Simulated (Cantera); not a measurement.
Input: 1 mol BN, a varied amount of H₂O, 2.2 mol H₂, held at 2050 K and 1000 Pa.

These are equilibrium values from Cantera (NASA tables, ideal gas, pure condensed phases), not measurements of a reactor. Candidate condensed phases: B, BN, B₂O₃, B₃O₃H₃, H₂O; 39 gas species. The numbers say what is thermodynamically allowed, not how fast it happens.

Problem. At 14 mol H₂O, list the 5 most abundant gas species with their mole fractions, and the condensed phases.

Solution. H₂O 0.689, H₂ 0.211, HBO₂ 0.0561, N₂ 0.0288, H 0.0104. Condensed: gas only.
